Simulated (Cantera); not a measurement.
## Thermodynamics of carbon deposition, reforming and gasification, feed acetone + H2O + H2

A closed system holds: 1 mol acetone, a varied amount of H2O, 7.3 mol H2, equilibrated at 1775 K and 13.0 Pa.

Equilibrium computed with Cantera from the NASA thermochemical tables; the gas is ideal and each condensed phase is pure. Candidate condensed phases: C, C6H6, C7H8, C8H18, H2O; 110 gas species. The feed counts by its element totals alone. Kinetics and transport are ignored.

| n(H2O) (mol) | x H2 | x CO | x H | x H2O | x CO2 | n C(graphite) |
|---|---|---|---|---|---|---|
| 0.28 | 0.870 | 0.107 | 0.0237 | 3.90e-9 | 1.28e-10 | 1.72 |
| 0.36 | 0.864 | 0.112 | 0.0236 | 4.06e-9 | 1.41e-10 | 1.64 |
| 0.47 | 0.858 | 0.119 | 0.0235 | 4.28e-9 | 1.59e-10 | 1.53 |
| 0.6 | 0.850 | 0.127 | 0.0234 | 4.52e-9 | 1.81e-10 | 1.40 |
| 0.77 | 0.840 | 0.136 | 0.0233 | 4.81e-9 | 2.10e-10 | 1.23 |
| 1 | 0.828 | 0.149 | 0.0231 | 5.17e-9 | 2.50e-10 | 0.997 |
| 1.3 | 0.813 | 0.164 | 0.0229 | 5.59e-9 | 3.02e-10 | 0.697 |
| 1.7 | 0.796 | 0.182 | 0.0226 | 6.07e-9 | 3.73e-10 | 0.297 |
| 2.1 | 0.779 | 0.192 | 0.0224 | 0.00601 | 0.000399 | 0 |
x: gas mole fraction; n: condensed amount in mol.

From 0.28 mol H2O to 1.7 mol H2O the condensed part is C(graphite). At 2.1 mol H2O nothing is condensed. The main C-bearing gas is CO throughout. The share of C in condensed phases is highest at 0.28 mol H2O (57.2 %) and lowest at 2.1 mol H2O (0.0 %).
